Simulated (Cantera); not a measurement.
Input: 1 mol Fe(CO)5, 2.2 mol CO, 2.1 mol H2, held at 1375 K and 10.0 Torr.

Equilibrium computed with Cantera from the NASA thermochemical tables; the gas is ideal and each condensed phase is pure. Candidate condensed phases: C, C6H6, C7H8, C8H18, Fe, Fe(CO)5, FeO, Fe(OH)2, Fe(OH)3, Fe2O3, Fe3O4, H2O; 114 gas species. The numbers say what is thermodynamically allowed, not how fast it happens.

Base state: CO 0.774, H2 0.226, CO2 1.78e-5, H 1.41e-5, H2O 1.07e-5 (mole fractions); condensed: Fe(γ).

### Question
What changes in the equilibrium state with this change: temperature from 1375 K to 1050 K?

### Answer
```csv
species,before,after
CO,0.774,0.772
H2,0.226,0.226
CO2,1.78e-5,0.00170
H2O,1.07e-5,0.000422
H,1.41e-5,3.34e-8
CH4,3.38e-6,3.89e-5
"Fe(γ), mol",1.000,0
"C(graphite), mol",0,0.0193
"Fe(α), mol",0,1.00
```
Condensed phases not in the tables: cementite and carbon dissolved in iron.
